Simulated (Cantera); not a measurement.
A Cantera script and what it prints.

```python
import numpy as np
import cantera as ct

gas_names = [...]  # 113 gases of nasa_gas.yaml made of C, Cu, H, O
cond_names = """
    C(gr) C6H6(L) C7H8(L) C8H18(L),n-octa Cu(cr) Cu(L) CuO(s) CuO2H2(s) Cu2O(s) Cu2O(L) H2O(s) H2O(L)
""".split()


# ... load() reads the species with a 1 bar reference pressure and builds the phases ...
atoms = {
    'CuO': {'Cu': 1, 'O': 1},
    'CH4': {'C': 1, 'H': 4},
    'CO': {'C': 1, 'O': 1},
}
top_T = {'C(gr)': 4500, 'CuO(s)': 1390}  # K; cautious upper limits of use, not melting points


# ... equilibrate(T, P, feed) seeds the gas with the atoms and calls Mixture.equilibrate('TP', solver="vcs", rtol=1e-11, max_steps=5000) ...
results = []
feed = {'CuO': 1, 'CH4': 0.56, 'CO': 0.22}  # mol
T = 2000  # K
P = 100000  # Pa
mix = equilibrate(T, P, feed)
results.append((T, P, feed, dict(zip(mix.species_names, mix.species_moles))))
x = sorted(zip(gas.X, gas.species_names), reverse=True)
print(f"T = {T:g} K  P = {P:g} Pa  gas = {mix.phase_moles(0):.4g} mol")
print("   x: " + "  ".join(f"{s} {v:.3e}" for v, s in x if v > 1e-05))
print("   condensed (mol): " + ("  ".join(f"{mix.phase(i).name} {mix.phase_moles(i):.4g}"
      for i in range(1, mix.n_phases) if mix.phase_moles(i) > 1e-12) or "none"))
```

Output:

```
T = 2000 K  P = 100000 Pa  gas = 1.909 mol
   x: H2 3.947e-01  CO 3.695e-01  H2O 1.913e-01  CO2 3.907e-02  Cu 4.306e-03  H 1.022e-03  OH 4.946e-05  Cu2 1.779e-05
   condensed (mol): Cu(L) 0.9917
```

Cantera equilibrium calculation (NASA polynomials, part measured and part estimated; ideal gas, pure solids and liquids).
